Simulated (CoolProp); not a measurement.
Vapour-liquid equilibrium of n-octane (1) + m-xylene (2) at 3.49 kPa; x and y are mole fractions of (1).

Computed with CoolProp (multi-fluid Helmholtz-energy mixture model, Beckmüller 2019 and Zhou 2012; pair parameters Bell 2016).

Q: Give the bubble temperature and the first vapour's composition at x = 0.425, 0.725, 0.95. Is there an azeotrope?

A: x = 0.425: 314.1 K, y = 0.552; x = 0.725: 311.5 K, y = 0.803; x = 0.95: 310.0 K, y = 0.965. No azeotrope shows between x = 0.05 and 0.95.

The pair parameters rest on a limited set of measurements; away from them the model extrapolates.
